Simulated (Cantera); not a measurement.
A perfectly stirred reactor is fed with CH₄ : CO : O₂ : N₂ = 1 : 0.054 : 1.69 : 6.35 (molar parts), at 0.987 atm; it is adiabatic with a 600 K inlet, and is followed from long to short residence time, starting on the burning branch (τ in s: 0.42, 0.21, 0.1, 0.05, 0.025, 0.012, 0.006, 0.003, 0.0015, 0.00072, 0.00035, 0.00017, 8.6e-05).

Computed with Cantera and GRI-Mech 3.0 (53 species, 325 reactions).

One state of this run: T (K) = 2268; x CH₄ = 2.93e-5; x CO = 0.0501; x O₂ = 0.00218; x NO = 0.000555; x N₂O = 5.22e-8. x: mole fraction; the columns are a selection and need not sum to one.

Problem. Which value of τ (s) does it belong to?
A) 0.012
B) 0.0060
C) 0.00017
D) 0.00035

Solution. B, 0.0060
